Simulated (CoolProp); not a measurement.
Saturation properties of acetone.

The numbers come from the reference Helmholtz-energy equation of state, Lemmon 2006 in CoolProp. It is a short technical equation, of lower accuracy than the large ones.

| T (°C) | p (MPa) | liquid density (kg/m³) | vapour density (kg/m³) | enthalpy of vaporisation (kJ/kg) | liquid cp (kJ/(kg K)) | surface tension (mN/m) |
|---|---|---|---|---|---|---|
| -11.25 | 0.004970 | 824.2 | 0.1337 | 569.7 | 2.068 | 27.3 |
| -1.95 | 0.008379 | 814.2 | 0.2183 | 560.7 | 2.085 | 26.1 |
| 7.35 | 0.01356 | 804.1 | 0.3431 | 551.7 | 2.103 | 24.9 |
| 16.65 | 0.02118 | 793.9 | 0.5210 | 542.6 | 2.123 | 23.8 |
| 25.85 | 0.03187 | 783.7 | 0.7644 | 533.3 | 2.145 | 22.6 |
| 35.15 | 0.04680 | 773.2 | 1.096 | 523.8 | 2.169 | 21.4 |
| 44.45 | 0.06694 | 762.5 | 1.535 | 514.0 | 2.195 | 20.3 |
| 53.75 | 0.09352 | 751.7 | 2.103 | 504.0 | 2.222 | 19.1 |
| 62.95 | 0.1275 | 740.7 | 2.817 | 493.8 | 2.251 | 18.0 |
| 72.25 | 0.1710 | 729.4 | 3.723 | 483.1 | 2.283 | 16.9 |
| 81.55 | 0.2254 | 717.8 | 4.846 | 472.0 | 2.316 | 15.8 |

It boils at 56.1 °C under 1 atm.

Surface tension comes from a separate correlation (Mulero 2012).
